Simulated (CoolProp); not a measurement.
Vapour-liquid equilibrium of ethane (1) + propane (2) at 210.9 K; x and y are mole fractions of (1).

Model: multi-fluid Helmholtz-energy mixture model, Bücker 2006 and Lemmon 2009; pair parameters Kunz 2012, in CoolProp.

```json
[
 {"x": "0.05", "bubble pressure (MPa)": "0.05219", "y at the bubble point": "0.306", "dew pressure at overall composition x (MPa)": "0.03963", "liquid density (mol/L)": "13.84"},
 {"x": "0.15", "bubble pressure (MPa)": "0.08050", "y at the bubble point": "?", "dew pressure at overall composition x (MPa)": "0.04375", "liquid density (mol/L)": "14.14"},
 {"x": "0.25", "bubble pressure (MPa)": "?", "y at the bubble point": "0.729", "dew pressure at overall composition x (MPa)": "0.04881", "liquid density (mol/L)": "14.44"},
 {"x": "0.35", "bubble pressure (MPa)": "0.1377", "y at the bubble point": "0.812", "dew pressure at overall composition x (MPa)": "?", "liquid density (mol/L)": "14.76"},
 {"x": "0.45", "bubble pressure (MPa)": "0.1674", "y at the bubble point": "?", "dew pressure at overall composition x (MPa)": "0.06348", "liquid density (mol/L)": "15.08"},
 {"x": "0.55", "bubble pressure (MPa)": "0.1980", "y at the bubble point": "0.907", "dew pressure at overall composition x (MPa)": "0.07467", "liquid density (mol/L)": "15.40"},
 {"x": "0.65", "bubble pressure (MPa)": "0.2297", "y at the bubble point": "0.937", "dew pressure at overall composition x (MPa)": "0.09057", "liquid density (mol/L)": "?"},
 {"x": "0.75", "bubble pressure (MPa)": "0.2624", "y at the bubble point": "0.961", "dew pressure at overall composition x (MPa)": "0.1149", "liquid density (mol/L)": "?"},
 {"x": "0.85", "bubble pressure (MPa)": "?", "y at the bubble point": "0.979", "dew pressure at overall composition x (MPa)": "0.1569", "liquid density (mol/L)": "16.42"},
 {"x": "0.95", "bubble pressure (MPa)": "0.3294", "y at the bubble point": "0.994", "dew pressure at overall composition x (MPa)": "0.2462", "liquid density (mol/L)": "16.76"}
]
```

Question: Some entries are withheld; supply them.

Answer: 
- 0.15, y at the bubble point: 0.591
- 0.25, bubble pressure (MPa): 0.1088
- 0.35, dew pressure at overall composition x (MPa): 0.05520
- 0.45, y at the bubble point: 0.867
- 0.65, liquid density (mol/L): 15.74
- 0.75, liquid density (mol/L): 16.07
- 0.85, bubble pressure (MPa): 0.2957

No azeotrope shows between x = 0.05 and 0.95.

The pair parameters rest on a limited set of measurements; away from them the model extrapolates.
